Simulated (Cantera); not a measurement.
A freely propagating, adiabatic, planar premixed flame of H2 : O2 : N2 = 1 : 0.417 : 1.71 (molar parts), unburnt at 500 K and 42000 Pa; mixture-averaged transport, grid criteria slope 0.08 and curve 0.16, no radiation.

Computed with Cantera and the H2/O2 subset of GRI-Mech 3.0, which has no nitrogen chemistry. Burning velocities carry a grid error of a few per cent, more on coarse grids.

x: mole fraction of selected species; z is measured from the peak of heat release.

| z (mm) | T (K) | u (m/s) | x H2 | x O2 | x H2O2 | x OH | x H2O | x HO2 |
|---|---|---|---|---|---|---|---|---|
| -4.15 | 500 | 5.18 | 0.320 | 0.133 | <1e-8 | <1e-8 | <1e-8 | <1e-8 |
| -2.77 | 500 | 5.18 | 0.320 | 0.133 | <1e-8 | <1e-8 | <1e-8 | <1e-8 |
| -2.08 | 500 | 5.18 | 0.320 | 0.133 | <1e-8 | <1e-8 | <1e-8 | <1e-8 |
| -1.38 | 500 | 5.18 | 0.320 | 0.133 | <1e-8 | <1e-8 | 1.18e-8 | [?] |
| -0.692 | 507 | 5.24 | 0.318 | 0.133 | 1.94e-6 | 2.02e-5 | 0.000238 | 0.000114 |
| -0.346 | 696 | 7.06 | 0.290 | 0.129 | 1.29e-5 | 0.000643 | 0.0152 | 0.000111 |
| 0 | 1146 | 11.2 | 0.174 | 0.0877 | 1.80e-6 | 0.00283 | 0.106 | [?] |
| 0.346 | 1449 | 14.0 | 0.0784 | 0.0290 | 1.60e-6 | 0.00770 | 0.212 | [?] |
| 0.692 | 1579 | 15.2 | 0.0658 | 0.0177 | 1.11e-6 | 0.0100 | 0.233 | [?] |
| 1.38 | 1719 | 16.4 | 0.0671 | 0.0142 | 6.31e-7 | 0.0120 | 0.241 | [?] |
| 2.77 | 1868 | 17.6 | 0.0686 | 0.0114 | 3.31e-7 | 0.0134 | 0.250 | [?] |
| 5.54 | 2015 | 18.8 | 0.0684 | 0.00843 | 1.79e-7 | 0.0137 | 0.261 | [?] |
| 11.1 | 2152 | 19.8 | 0.0667 | 0.00562 | 1.05e-7 | 0.0127 | 0.273 | [?] |

Q: Some entries are withheld; supply them.

A: 
- -1.38, x HO2: 5.33e-8
- 0, x HO2: 3.90e-5
- 0.346, x HO2: 1.18e-5
- 0.692, x HO2: 6.49e-6
- 1.38, x HO2: 4.50e-6
- 2.77, x HO2: 3.13e-6
- 5.54, x HO2: 2.08e-6
- 11.1, x HO2: 1.32e-6
